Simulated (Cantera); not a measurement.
Charge: 1 mol SiHCl3, 520 mol H2, 0.41 mol Cl2, at 100 Torr.

Cantera equilibrium calculation (NASA polynomials, part measured and part estimated; ideal gas, pure solids and liquids). Candidate condensed phases: Si; 19 gas species. Gases not in the tables: Si2H6 and higher silanes. Equilibrium is a limit: real reactors are often held back by kinetics, nucleation or transport.

**Question.** Which condensed phases are stable at each of these points (T (°C)): 527, 602, 677, 752, 827, 902, 977, 1052, 1127, 1202, 1277, 1352, 1427?

**Answer.** 
```
T (°C)  condensed phases  Si condensed (%)
------  ----------------  ----------------
527             gas only               0.0
602                Si(s)              12.3
677                Si(s)              36.6
752                Si(s)              64.9
827                Si(s)              84.1
902                Si(s)              90.8
977                Si(s)              92.3
1052               Si(s)              92.4
1127               Si(s)              92.1
1202               Si(s)              91.7
1277               Si(s)              91.2
1352               Si(s)              90.5
1427               Si(l)              89.6
```

At 527 °C nothing is condensed. From 602 °C to 1352 °C the condensed part is Si(s). At 1427 °C the condensed part is Si(l).
